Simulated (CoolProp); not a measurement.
Vapour-liquid equilibrium of CHF3 (R23) (1) + CH2F2 (R32) (2) at 200.8 K; x and y are mole fractions of (1).

Model: multi-fluid Helmholtz-energy mixture model, Penoncello 2003 and Tillner-Roth 1997; pair parameters Bell 2016, in CoolProp.

Task: Give the bubble pressure and the first vapour's composition at x = 0.05, 0.35, 0.95. Is there an azeotrope?

Result: x = 0.05: 0.03833 MPa, y = 0.226; x = 0.35: 0.08140 MPa, y = 0.743; x = 0.95: 0.1647 MPa, y = 0.989. No azeotrope shows between x = 0.05 and 0.95.

Pair parameters are fitted to limited data, so mixtures are less certain than the pure fluids.
